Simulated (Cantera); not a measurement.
Charge: 1 mol CaO, 1.8 mol NF3, 18 mol H2, held at 1525 K and 73.0 mbar.

Cantera equilibrium calculation (NASA polynomials, part measured and part estimated; ideal gas, pure solids and liquids). Candidate condensed phases: Ca, CaF2, CaO, Ca(OH)2, H2O; 47 gas species. Rates play no part.

Base state: H2 0.743, HF 0.165, H2O 0.0485, N2 0.0437, H 7.55e-5, CaF2 5.04e-5 (mole fractions); condensed: CaF2(s).

Task: What changes in the equilibrium state with this change: pressure from 73.0 mbar to 20.0 Pa?

Result: 
```csv
species,before,after
H2,0.743,0.711
HF,0.165,0.202
N2,0.0437,0.0419
H2O,0.0485,0.0245
CaF2,5.04e-5,0.0184
CaF,8.48e-9,4.72e-5
H,7.55e-5,0.00141
"CaF2(s), mol",0.999,0.130
"CaO(s), mol",0,0.474
```
Mutual solubility and eutectic melting of coexisting phases are not modelled.

Task: What changes in the equilibrium state with this change: temperature from 1525 K to 1848.15 K?

Result: 
```
species        before    after
------------  -------  -------
H2              0.743    0.735
HF              0.165    0.163
H2O            0.0485   0.0481
CaF2          5.04e-5  0.00873
H             7.55e-5  0.00168
N2             0.0437   0.0433
CaF           8.48e-9  3.71e-5
CaF2(s), mol    0.999        0
CaF2(l), mol        0    0.818
```

Task: What changes in the equilibrium state with this change: CaO replaced by B2O3?

Result: 
| species | before | after |
|---|---|---|
| H2 | 0.743 | 0.686 |
| HF | 0.165 | 0.136 |
| BOF | 0 | 0.0678 |
| BF3 | 0 | 0.0125 |
| N2 | 0.0437 | 0.0403 |
| H2O | 0.0485 | 0.0489 |
| CaF2 | 5.04e-5 | 0 |
| HBO2 | 0 | 0.00842 |
| B3O3F3 | 0 | 0.000220 |
| CaF2(s), mol | 0.999 | 0 |
The tables' values for BF2 are old estimates; treat these amounts as uncertain. Gases not in the tables: H3BO3. Further candidate phases: B, BN, B2O3, B3O3H3.
